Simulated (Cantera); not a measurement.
An isothermal, constant-pressure homogeneous reactor starts with N2O : H2O = 1 : 0.066 (molar parts), at 1050 K and 30.0 Torr. Integrator tolerance rtol = 1e-08.

Model: GRI-Mech 3.0 (53 species, 325 reactions), integrated in Cantera. GRI-Mech 3.0 was tuned for natural gas; its chemistry of N2O as a main component is partial and can be far from experiment. Radical loss at walls, strong at low pressure, is not modelled. The mechanism lacks the step 2 NO + O2 → 2 NO2, which can matter for NO2 below about 1400 K. The temperature is held fixed by assumption; the heat of reaction is taken as removed at once.

### Question
What does this change do: pressure from 30.0 Torr to 750 Torr?

### Answer
| quantity | before | after |
|---|---|---|
| x(N2O) at 200 s | 0.666 (gas-phase equilibrium 8.31e-10) | 0.0163 (gas-phase equilibrium 4.16e-9) |
| x(H2O) at 200 s | 0.0562 (gas-phase equilibrium 0.0421) | 0.0425 (gas-phase equilibrium 0.0421) |
| x(H2O2) at 200 s | 1.53e-9 (gas-phase equilibrium 2.47e-11) | 1.81e-9 (gas-phase equilibrium 1.23e-10) |
| x(NO2) at 200 s | 0.000420 (gas-phase equilibrium 5.59e-7) | 0.000400 (gas-phase equilibrium 2.80e-6) |
| x(NO) at 200 s | 0.00715 (gas-phase equilibrium 5.89e-5) | 0.0174 (gas-phase equilibrium 5.89e-5) |
| x(H2) at 200 s | 3.11e-9 (gas-phase equilibrium 1.36e-10) | 1.42e-10 (gas-phase equilibrium 2.72e-11) |
| x(O) at 200 s | 1.18e-7 (gas-phase equilibrium 1.90e-9) | 6.18e-9 (gas-phase equilibrium 3.80e-10) |

### Question
What does this change do: pressure from 30.0 Torr to 4.80 Torr?

### Answer
```
quantity                                            before                                     after
----------------  ----------------------------------------  ----------------------------------------
x(N2O) at 200 s     0.666 (gas-phase equilibrium 8.31e-10)    0.885 (gas-phase equilibrium 3.33e-10)
x(H2O) at 200 s      0.0562 (gas-phase equilibrium 0.0421)     0.0608 (gas-phase equilibrium 0.0421)
x(H2O2) at 200 s  1.53e-9 (gas-phase equilibrium 2.47e-11)  2.48e-9 (gas-phase equilibrium 9.88e-12)
x(NO2) at 200 s   0.000420 (gas-phase equilibrium 5.59e-7)  0.000388 (gas-phase equilibrium 2.24e-7)
x(NO) at 200 s     0.00715 (gas-phase equilibrium 5.89e-5)   0.00122 (gas-phase equilibrium 5.89e-5)
x(H2) at 200 s    3.11e-9 (gas-phase equilibrium 1.36e-10)  4.09e-9 (gas-phase equilibrium 3.39e-10)
x(O) at 200 s      1.18e-7 (gas-phase equilibrium 1.90e-9)   1.29e-7 (gas-phase equilibrium 4.75e-9)
```
